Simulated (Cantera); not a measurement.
Mixture: CO : H₂ : O₂ : N₂ = 1 : 0.038 : 0.273 : 1.03 (molar parts), equivalence ratio 1.9, at 7.11 atm, adiabatic and at constant volume. Ignition delay is the time to a rise of 400 K.

Model: GRI-Mech 3.0 (53 species, 325 reactions), integrated in Cantera. The hydrogen kinetics of GRI-Mech 3.0 are dated; newer H2 mechanisms differ, most at raised pressure. Where the delays flatten at high temperature, the 400 K rule measures the pace of heat release, not the induction time.

### Question
What does this change do: N2 1.03 to 1.5 parts?

### Answer
```
quantity                                               before      after
--------------------------------------------------  ---------  ---------
delay at 1075 K                                      0.437 ms   0.556 ms
delay at 1175 K                                       63.0 µs    77.8 µs
delay at 1275 K                                       20.4 µs    25.2 µs
delay at 1375 K                                       11.0 µs    13.8 µs
apparent activation energy between 1325 and 1425 K  75 kJ/mol  73 kJ/mol
```
